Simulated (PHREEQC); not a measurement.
PHREEQC input (ion-association model, wateq4f.dat):

```
SOLUTION_MASTER_SPECIES
  An  An-  0  An  62.0  # stands for a non-complexing anion
SOLUTION_SPECIES
  An- = An-
    -log_k 0
    -gamma 3.0 0
PHASES
  Fix_H+
    H+ = H+
    -log_k 0
SOLUTION 1
  temp 25
  units mmol/kgw
  pH 7 charge
  Na 50
  An 50
END
SELECTED_OUTPUT 1
  -reset false
  -pH true
  -pe true
  -ionic_strength true
  -water true
  -totals Na
  -molalities Hfo_wOH Hfo_wOH2+ Hfo_wO- Hfo_sOH Hfo_sOH2+ Hfo_sO-
USER_PUNCH 1
  -headings sigma psi
  10 PUNCH EDL("sigma", "Hfo"), EDL("psi", "Hfo")
PRINT
  -reset false
USE solution 1
SURFACE 1
  Hfo_wOH 0.000337079 600 0.15
  Hfo_sOH 8.42697e-06
EQUILIBRIUM_PHASES 1
  Fix_H+ -3 HAn 10
    -force_equality true
  O2(g) -0.68 10
END
# ... the last block is repeated for the other 16 points of pH, with NaOH or the acid as the point needs
```

Selected output (columns that matter, 13 of 17 rows; pH added in front):

```
pH	mu	Na	m_Hfo_wOH	m_Hfo_wOH2+	m_Hfo_wO-	m_Hfo_sOH	m_Hfo_sOH2+	m_Hfo_sO-	sigma	psi
3	0.051339	0.05	1.2068e-05	0.000325	1.0266e-08	3.0171e-07	8.125e-06	2.5666e-10	0.35715	0.16917
3.5	0.050527	0.05	3.2036e-05	0.00030497	7.7093e-08	8.0089e-07	7.6242e-06	1.9273e-09	0.33506	0.16631
4.5	0.050148	0.05	0.0001173	0.00021834	1.4436e-06	2.9324e-06	5.4585e-06	3.6089e-08	0.23836	0.14908
5	0.050096	0.05	0.00016518	0.00016818	3.7165e-06	4.1295e-06	4.2046e-06	9.2912e-08	0.18074	0.135
5.5	0.050064	0.05	0.00020376	0.00012575	7.564e-06	5.0941e-06	3.1438e-06	1.891e-07	0.12988	0.11829
6.5	0.050027	0.05	0.00024605	7.168e-05	1.9349e-05	6.1513e-06	1.792e-06	4.8372e-07	0.057509	0.078419
7	0.050016	0.05	0.0002541	5.7053e-05	2.5926e-05	6.3525e-06	1.4263e-06	6.4814e-07	0.034208	0.055531
7.5	0.050008	0.05	0.00025761	4.7401e-05	3.2072e-05	6.4401e-06	1.185e-06	8.0179e-07	0.016847	0.031067
8.5	0.050009	0.050014	0.00025831	3.4631e-05	4.4138e-05	6.4577e-06	8.6578e-07	1.1034e-06	-0.010447	-0.019955
9	0.050024	0.050037	0.00025605	2.8696e-05	5.2338e-05	6.4011e-06	7.1739e-07	1.3085e-06	-0.025982	-0.044929
9.5	0.050061	0.050082	0.00025033	2.2265e-05	6.4479e-05	6.2584e-06	5.5663e-07	1.612e-06	-0.046391	-0.068568
10.5	0.050441	0.050493	0.00021674	9.7291e-06	0.00011061	5.4184e-06	2.4323e-07	2.7653e-06	-0.11087	-0.11016
11	0.051308	0.051382	0.00018277	5.1296e-06	0.00014918	4.5692e-06	1.2824e-07	3.7295e-06	-0.15831	-0.12767
```

The oxide is taken as insoluble; below pH 4 it would dissolve.
